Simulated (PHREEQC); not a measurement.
HF is added in steps, without added water, to 1 kg of water holding 10 mmol/kgw NH4Cl and 1.9 mmol/kgw Na2SO4, at 25 °C. O2 is buffered at 0.21 atm. CO2 from the air is kept out. Solids allowed: Halite. Others were left out.

Base run: PHREEQC, ion-association model, phreeqc.dat. Each further column changes one thing. The table gives HSO4- (mol/kgw).

```json
[
 {"HF added (mol)": "0", "base": "2.36e-7", "all activity coefficients set to 1": "3.31e-7", "Davies equation for every ion": "2.32e-7", "metal-ligand complexes left out": "2.39e-7", "database wateq4f.dat": "2.37e-7"},
 {"HF added (mol)": "0.002", "base": "8.92e-5", "all activity coefficients set to 1": "0.000120", "Davies equation for every ion": "8.73e-5", "metal-ligand complexes left out": "9.00e-5", "database wateq4f.dat": "8.89e-5"},
 {"HF added (mol)": "0.0045", "base": "0.000145", "all activity coefficients set to 1": "0.000192", "Davies equation for every ion": "0.000142", "metal-ligand complexes left out": "0.000146", "database wateq4f.dat": "0.000144"},
 {"HF added (mol)": "0.0065", "base": "0.000177", "all activity coefficients set to 1": "0.000234", "Davies equation for every ion": "0.000174", "metal-ligand complexes left out": "0.000179", "database wateq4f.dat": "0.000175"},
 {"HF added (mol)": "0.009", "base": "0.000210", "all activity coefficients set to 1": "0.000276", "Davies equation for every ion": "0.000206", "metal-ligand complexes left out": "0.000212", "database wateq4f.dat": "0.000208"},
 {"HF added (mol)": "0.011", "base": "0.000233", "all activity coefficients set to 1": "0.000305", "Davies equation for every ion": "0.000229", "metal-ligand complexes left out": "0.000235", "database wateq4f.dat": "0.000229"},
 {"HF added (mol)": "0.0135", "base": "0.000258", "all activity coefficients set to 1": "0.000337", "Davies equation for every ion": "0.000253", "metal-ligand complexes left out": "0.000260", "database wateq4f.dat": "0.000253"},
 {"HF added (mol)": "0.0155", "base": "0.000277", "all activity coefficients set to 1": "0.000360", "Davies equation for every ion": "0.000271", "metal-ligand complexes left out": "0.000279", "database wateq4f.dat": "0.000270"},
 {"HF added (mol)": "0.018", "base": "0.000297", "all activity coefficients set to 1": "0.000386", "Davies equation for every ion": "0.000292", "metal-ligand complexes left out": "0.000300", "database wateq4f.dat": "0.000290"},
 {"HF added (mol)": "0.02", "base": "0.000313", "all activity coefficients set to 1": "0.000405", "Davies equation for every ion": "0.000307", "metal-ligand complexes left out": "0.000315", "database wateq4f.dat": "0.000304"}
]
```

 wateq4f.dat counts part of the HF as a dimer, H2F2, which phreeqc.dat doesn't know; its constant is uncertain. phreeqc.dat and wateq4f.dat share most of their constants, so their agreement is no independent check. Solids allowed in the column 'database wateq4f.dat': Halite, Mirabilite.
